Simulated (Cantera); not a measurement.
An adiabatic, constant-pressure homogeneous reactor starts with H2 : O2 : N2 = 1 : 0.521 : 2.76 (molar parts), equivalence ratio 0.96, at 1725 K and 8.00 bar.

Model: GRI-Mech 3.0 (53 species, 325 reactions), integrated in Cantera. The hydrogen kinetics of GRI-Mech 3.0 are dated; newer H2 mechanisms differ, most at raised pressure.

x: mole fraction; the columns are a selection and need not sum to one.

| t (s) | T (K) | x H2 | x O2 | x HO2 | x H | x H2O2 | x NO | x NO2 |
|---|---|---|---|---|---|---|---|---|
| 7.00e-6 | 2902 | 0.0316 | 0.0151 | 1.38e-5 | 0.0120 | 1.05e-6 | … | 1.95e-7 |
| 2.06e-5 | 2973 | 0.0275 | 0.0130 | 1.23e-5 | 0.00864 | 1.15e-6 | … | 5.96e-7 |
| 6.08e-5 | 2970 | 0.0279 | 0.0122 | 1.17e-5 | 0.00856 | 1.11e-6 | … | 1.58e-6 |
| 0.000179 | 2962 | 0.0287 | 0.0110 | 1.06e-5 | 0.00847 | 1.04e-6 | … | 3.02e-6 |
| 0.000528 | 2959 | 0.0290 | 0.0105 | 1.02e-5 | 0.00844 | 1.01e-6 | 0.00957 | 3.59e-6 |
| 0.00156 | 2959 | 0.0290 | 0.0104 | 1.02e-5 | 0.00844 | 1.01e-6 | 0.00961 | 3.60e-6 |
| 0.00458 | 2959 | 0.0290 | 0.0104 | 1.02e-5 | 0.00844 | 1.01e-6 | 0.00961 | 3.60e-6 |
| 0.0135 | 2959 | 0.0290 | 0.0104 | 1.02e-5 | 0.00844 | 1.01e-6 | 0.00961 | 3.60e-6 |
| 0.0398 | 2959 | 0.0290 | 0.0104 | 1.02e-5 | 0.00844 | 1.01e-6 | 0.00961 | 3.60e-6 |
| 0.117 | 2959 | 0.0290 | 0.0104 | 1.02e-5 | 0.00844 | 1.01e-6 | 0.00961 | 3.60e-6 |
| 0.346 | 2959 | 0.0290 | 0.0104 | 1.02e-5 | 0.00844 | 1.01e-6 | 0.00961 | 3.60e-6 |
| 1.02 | 2959 | 0.0290 | 0.0104 | 1.02e-5 | 0.00844 | 1.01e-6 | 0.00961 | 3.60e-6 |
| 3.00 | 2959 | 0.0290 | 0.0104 | 1.02e-5 | 0.00844 | 1.01e-6 | 0.00961 | 3.60e-6 |

Q: Complete the blanks.

A: 
- 7.00e-6, x NO: 0.000449
- 2.06e-5, x NO: 0.00144
- 6.08e-5, x NO: 0.00392
- 0.000179, x NO: 0.00789
